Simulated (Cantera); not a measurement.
What does this Cantera script print?

```python
import numpy as np
import cantera as ct

gas = ct.Solution("gri30.yaml")
gas.TPX = 1100, 100000, {'N2O': 1, 'H2': 0.028, 'N2': 1.6}
reactor = ct.IdealGasConstPressureReactor(gas, energy="off", clone=False)
net = ct.ReactorNet([reactor])
net.rtol, net.atol = 1e-08, 1e-18
show = ['N2O', 'H2', 'HO2', 'NO', 'O']
times = np.geomspace(8e-06, 5, 12)

steps = ct.SolutionArray(gas, extra=["t"])
rows = []
print(f"{'t/s':>10s}{'T/K':>9s}{'P/Pa':>11s}" + "".join(f"{s:>11s}" for s in show))
for t in times:
    while net.time < t:
        t_next = net.step()
        steps.append(gas.state, t=t_next)
    rows.append([np.interp(t, steps.t, y) for y in (steps.T, steps.P, *steps(*show).X.T)])
    print(f"{t:10.3e}{rows[-1][0]:9.1f}{rows[-1][1]:11.4g}" + "".join(f"{x:11.3e}" for x in rows[-1][2:]))
rate = np.gradient(steps.T, steps.t)
print("integrator steps:", len(steps.t))
if steps.T.max() > steps.T[0] + 200:
    print(f"time of steepest temperature rise: {steps.t[rate.argmax()]:.4e} s")
gas.TPX = 1100, 100000, {'N2O': 1, 'H2': 0.028, 'N2': 1.6}
gas.equilibrate("TP")
print(f"equilibrium (TP): T = {gas.T:.1f} K  " + "  ".join(f"{s} {gas[s].X[0]:.3e}" for s in show))
```

Output:

```
       t/s      T/K       P/Pa        N2O         H2        HO2         NO          O
 8.000e-06   1100.0      1e+05  3.805e-01  1.065e-02  2.514e-11  2.334e-09  8.096e-08
 2.691e-05   1100.0      1e+05  3.805e-01  1.065e-02  7.120e-10  1.991e-08  1.464e-07
 9.055e-05   1100.0      1e+05  3.805e-01  1.065e-02  1.283e-08  1.422e-07  1.621e-07
 3.046e-04   1100.0      1e+05  3.804e-01  1.059e-02  1.375e-07  1.060e-06  1.628e-07
 1.025e-03   1100.0      1e+05  3.799e-01  1.008e-02  5.209e-07  7.476e-06  1.850e-07
 3.448e-03   1100.0      1e+05  3.769e-01  7.187e-03  6.530e-07  3.065e-05  2.398e-07
 1.160e-02   1100.0      1e+05  3.717e-01  2.238e-03  8.139e-07  6.334e-05  2.818e-07
 3.903e-02   1100.0      1e+05  3.688e-01  2.304e-04  4.803e-07  1.078e-04  3.105e-07
 1.313e-01   1100.0      1e+05  3.655e-01  2.369e-06  2.763e-07  2.330e-04  3.021e-07
 4.417e-01   1100.0      1e+05  3.554e-01  5.327e-09  1.455e-07  7.070e-04  2.867e-07
 1.486e+00   1100.0      1e+05  3.243e-01  3.849e-09  5.966e-08  2.213e-03  2.675e-07
 5.000e+00   1100.0      1e+05  2.436e-01  2.762e-09  2.343e-08  5.910e-03  2.259e-07
integrator steps: 1713
equilibrium (TP): T = 1100.0 K  N2O 5.865e-09  H2 3.019e-11  HO2 9.568e-10  NO 7.584e-05  O 9.922e-10
```

Computed with Cantera and GRI-Mech 3.0 (53 species, 325 reactions). GRI-Mech 3.0 was tuned for natural gas; its chemistry of N2O as a main component is partial and can be far from experiment. The mechanism lacks the step 2 NO + O2 → 2 NO2, which can matter for NO2 below about 1400 K. The temperature is held fixed by assumption; the heat of reaction is taken as removed at once.
